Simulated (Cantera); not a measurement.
A closed system holds: 1 mol Si₂H₆, 4.8 mol H₂, held at 1600 K and 0.100 bar.

Method: chemical equilibrium by Gibbs-energy minimisation in Cantera with the NASA 1993 tables (ideal gas, pure condensed phases). Candidate condensed phases: Si; 9 gas species. The feed counts by its element totals alone. Equilibrium is a limit: real reactors are often held back by kinetics, nucleation or transport.

Base state: H₂ 1.000, H 0.000172 (mole fractions); condensed: Si(s).

Problem. What changes in the equilibrium state with this change: Si₂H₆ replaced by SiHCl₃?

Solution. 
```tsv
species	before	after
H₂	1.000	0.706
HCl	0	0.158
SiCl₂	0	0.122
SiCl₃	0	0.00994
SiCl₄	0	0.00199
SiHCl₃	0	0.00128
SiH₂Cl₂	0	0.000138
Cl	0	2.56e-5
Si(s), mol	2.00	0.0849
```
The tables' values for SiCl₃, SiCl are old estimates; treat these amounts as uncertain.
